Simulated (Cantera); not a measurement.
# TiO₂ + C + CO (carbothermic reduction)

Input: 1 mol TiO₂, 7.3 mol C, 0.37 mol CO, held at 0.000130 bar.

These are equilibrium values from Cantera (NASA tables, ideal gas, pure condensed phases), not measurements of a reactor. Candidate condensed phases: C, Ti, TiC, TiO, TiO₂, Ti₂O₃, Ti₃O₅, Ti₄O₇; 15 gas species. TiC: taken at fixed stoichiometry. Condensed phases not in the tables: Magnéli phases beyond Ti₄O₇. The numbers say what is thermodynamically allowed, not how fast it happens.

| T (K) | x CO | x CO₂ | x Ti | n C(graphite) | n TiO₂(rutile) | n Ti₄O₇(s) | n TiC(s) |
|---|---|---|---|---|---|---|---|
| 948 | 1.000 | 0.000228 | <1e-12 | 7.30 | 1.00 | 0 | 0 |
| 1048 | 1.000 | 2.88e-5 | <1e-12 | 7.05 | 0 | 0.250 | 0 |
| 1148 | 1.000 | 5.29e-6 | <1e-12 | 4.30 | 0 | 0 | 1.00 |
| 1248 | 1.000 | 1.28e-6 | <1e-12 | 4.30 | 0 | 0 | 1.00 |
| 1348 | 1.00 | 3.88e-7 | <1e-12 | 4.30 | 0 | 0 | 1.00 |
| 1448 | 1.00 | 1.39e-7 | 2.15e-12 | 4.30 | 0 | 0 | 1.00 |
| 1548 | 1.00 | 5.73e-8 | 6.96e-11 | 4.30 | 0 | 0 | 1.00 |
| 1648 | 1.00 | 2.64e-8 | 1.47e-9 | 4.30 | 0 | 0 | 1.00 |
| 1748 | 1.00 | 1.34e-8 | 2.19e-8 | 4.30 | 0 | 0 | 1.00 |
x: gas mole fraction; n: condensed amount in mol.

At 948 K the condensed part is C(graphite) + TiO₂(rutile). At 1048 K the condensed part is C(graphite) + Ti₄O₇(s). From 1148 K to 1748 K the condensed part is C(graphite) + TiC(s).
